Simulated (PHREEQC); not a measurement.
**Acid rinse or clean: an equilibrium model**

Dissolve 0.00011 mol/kgw HNO3 and 0.0032 mol/kgw CuCl2 at 40 °C. Closed to the air; pH follows from the charge balance.

Equilibrium calculation in PHREEQC: ion-association model, phreeqc.dat.

This is a speciation only: nothing precipitates in the calculation.

Q: Estimate the pH, specific conductance.

A: pH 4.00; specific conductance 1080 µS/cm.

Q: In which forms is Cu present?

A: Cu+2 98 %, CuCl+ 2.3 % of the Cu.

Constants without temperature data keep their 25 °C values here.
